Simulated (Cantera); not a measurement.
What does this Cantera script print?

```python
import numpy as np
import cantera as ct

gas_names = [...]  # 123 gases of nasa_gas.yaml made of C, H, O, S
cond_names = """
    C(gr) C6H6(L) C7H8(L) C8H18(L),n-octa H2O(s) H2O(L) H2SO4(L) S(cr1) S(cr2) S(L)
""".split()


# ... load() reads the species with a 1 bar reference pressure and builds the phases ...
atoms = {
    'CS2': {'C': 1, 'S': 2},
    'O2': {'O': 2},
    'H2': {'H': 2},
}
top_T = {'C(gr)': 4500}  # K; cautious upper limits of use, not melting points


# ... equilibrate(T, P, feed) seeds the gas with the atoms and calls Mixture.equilibrate('TP', solver="vcs", rtol=1e-11, max_steps=5000) ...
results = []
T = 2025  # K
P = 77000  # Pa
for m in [0.27, 0.6, 0.94, 1.3, 1.6, 2, 2.3]:
    feed = {'CS2': 1, 'O2': m, 'H2': 6.9}  # mol
    mix = equilibrate(T, P, feed)
    results.append((T, P, feed, dict(zip(mix.species_names, mix.species_moles))))

top = {s: max(r[3][s] / sum(r[3][g] for g in gas_names) for r in results) for s in gas_names}
cols = sorted((s for s in top if top[s] > 1e-06), key=lambda s: -top[s])[:8]
seen = [c for c in cond_names if any(r[3].get(c, 0) > 1e-12 for r in results)]
print("log10 of partial pressures in bar; condensed amounts in mol")
print(f"{'n(O2)':>10s}" + "".join(f"{s[:9]:>10s}" for s in cols + seen))
for T, P, feed, n in results:
    ng = sum(n[g] for g in gas_names)
    print(f"{feed['O2']:10.4g}" + "".join(f"{np.log10(max(n[s] / ng * P / 1e5, 1e-99)):10.3f}" for s in cols)
          + "".join(f"{n.get(c, 0):10.4g}" for c in seen))
```

Result:

```
log10 of partial pressures in bar; condensed amounts in mol
     n(O2)        H2       H2O        CO       H2S        S2       CS2       CO2        SH
      0.27    -0.229    -5.052    -1.297    -1.296    -1.618    -1.445    -6.791    -2.045
       0.6    -0.274    -1.762    -1.051    -1.182    -1.299    -4.214    -3.208    -1.909
      0.94    -0.321    -1.126    -1.063    -1.219    -1.281    -4.892    -2.538    -1.923
       1.3    -0.375    -0.874    -1.079    -1.265    -1.264    -5.198    -2.248    -1.942
       1.6    -0.423    -0.744    -1.095    -1.308    -1.254    -5.381    -2.086    -1.960
         2    -0.491    -0.623    -1.120    -1.373    -1.248    -5.588    -1.921    -1.991
       2.3    -0.545    -0.557    -1.141    -1.428    -1.250    -5.731    -1.822    -2.019
```

Equilibrium computed with Cantera from the NASA thermochemical tables; the gas is ideal and each condensed phase is pure.
